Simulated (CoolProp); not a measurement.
Vapour-liquid equilibrium of CHF3 (R23) (1) + R152A (2) at 220.4 K; x and y are mole fractions of (1).

Values from CoolProp's multi-fluid Helmholtz-energy mixture model, Penoncello 2003 and Outcalt 1996; pair parameters Bell 2016.

**Question.** Give the bubble pressure and the first vapour's composition at x = 0.575, 0.65, 0.725. Is there an azeotrope?

**Answer.** x = 0.575: 0.2430 MPa, y = 0.955; x = 0.65: 0.2748 MPa, y = 0.967; x = 0.725: 0.3069 MPa, y = 0.976. No azeotrope shows between x = 0.05 and 0.95.

Pair parameters are fitted to limited data, so mixtures are less certain than the pure fluids.
